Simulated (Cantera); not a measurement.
A perfectly stirred reactor is fed with H2 : O2 : N2 = 1.5 : 1 : 8.2 (molar parts), at 68000 Pa; it is held at 975 K, and followed from long to short residence time.

Model: GRI-Mech 3.0 (53 species, 325 reactions), integrated in Cantera. The temperature is held fixed by assumption; the heat of reaction is taken as removed at once.

x: mole fraction; the columns are a selection and need not sum to one.

```tsv
τ (s)	x H2	x O2	x OH	x H	x O
5.2	0.00535	0.0277	5.30e-7	6.31e-7	?
1.6	0.0114	0.0307	7.59e-7	1.70e-6	?
0.51	0.0178	0.0338	1.44e-6	4.50e-6	?
0.16	0.0201	0.0349	4.01e-6	1.35e-5	?
0.049	0.0214	0.0355	1.21e-5	4.28e-5	?
0.015	0.0256	0.0376	3.20e-5	0.000130	?
0.0048	0.0334	0.0414	7.10e-5	0.000354	?
0.0015	0.0464	0.0478	0.000142	0.000908	?
```

### Question
What belongs in the gaps?

### Answer

- 5.2, x O: 4.31e-7
- 1.6, x O: 7.46e-7
- 0.51, x O: 1.53e-6
- 0.16, x O: 4.28e-6
- 0.049, x O: 1.29e-5
- 0.015, x O: 3.47e-5
- 0.0048, x O: 7.95e-5
- 0.0015, x O: 0.000168
